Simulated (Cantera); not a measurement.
Feed: 1 mol CaF2, 0.24 mol H2, 0.2 mol N2, 0.038 mol O2, at 977 °C and 0.0353 Torr.

These are equilibrium values from Cantera (NASA tables, ideal gas, pure condensed phases), not measurements of a reactor. Mutual solubility and eutectic melting of coexisting phases are not modelled. Rates play no part.

```
species        before    after
------------  -------  -------
N2              0.434    0.451
H2              0.356    0.370
H2O             0.121    0.163
HF             0.0884   0.0161
CaF2          6.62e-5  2.54e-7
H             4.21e-5  2.20e-6
CaF2(s), mol    0.980    0.996
CaO(s), mol    0.0203  0.00357
```
Gas species are given as mole fractions.

Question: Which change was made?
A) N2 from 0.2 to 1.4 mol
B) temperature from 977 °C to 1900 °C
C) temperature from 977 °C to 1750 °C
D) temperature from 977 °C to 825 °C

Answer: D, temperature from 977 °C to 825 °C
